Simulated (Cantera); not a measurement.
## Hydrocarbon pyrolysis for carbon deposition

A perfectly stirred reactor is fed with 6.25 % CH₄, 93.8 % H₂, at 970 Pa; it is held at 1825 K, and followed from long to short residence time.

Detailed kinetics in Cantera: GRI-Mech 3.0 (53 species, 325 reactions). GRI-Mech 3.0 stops at C3 and has no aromatics, soot or wall deposition, so with more carbon than oxygen in the feed, carbon stays in small species such as C2H2 where larger ones or solid carbon would form. Radical loss at walls, strong at low pressure, is not modelled.

```json
[
 {"τ (s)": "0.48", "x CH₄": "0.0200", "x H₂": "0.957", "x C₂H₂": "0.0194", "x C₂H₆": "1.57e-6", "x CH₂": "2.63e-6"},
 {"τ (s)": "0.21", "x CH₄": "0.0297", "x H₂": "0.952", "x C₂H₂": "0.0146", "x C₂H₆": "2.97e-6", "x CH₂": "2.94e-6"},
 {"τ (s)": "0.095", "x CH₄": "0.0404", "x H₂": "0.946", "x C₂H₂": "0.00934", "x C₂H₆": "4.62e-6", "x CH₂": "2.97e-6"},
 {"τ (s)": "0.042", "x CH₄": "0.0510", "x H₂": "0.941", "x C₂H₂": "0.00428", "x C₂H₆": "5.53e-6", "x CH₂": "2.48e-6"},
 {"τ (s)": "0.019", "x CH₄": "0.0584", "x H₂": "0.938", "x C₂H₂": "0.00109", "x C₂H₆": "4.04e-6", "x CH₂": "1.39e-6"},
 {"τ (s)": "0.0084", "x CH₄": "0.0614", "x H₂": "0.937", "x C₂H₂": "9.81e-5", "x C₂H₆": "1.40e-6", "x CH₂": "4.04e-7"},
 {"τ (s)": "0.0037", "x CH₄": "0.0621", "x H₂": "0.937", "x C₂H₂": "4.38e-6", "x C₂H₆": "3.12e-7", "x CH₂": "8.53e-8"}
]
```
x: mole fraction; the columns are a selection and need not sum to one.
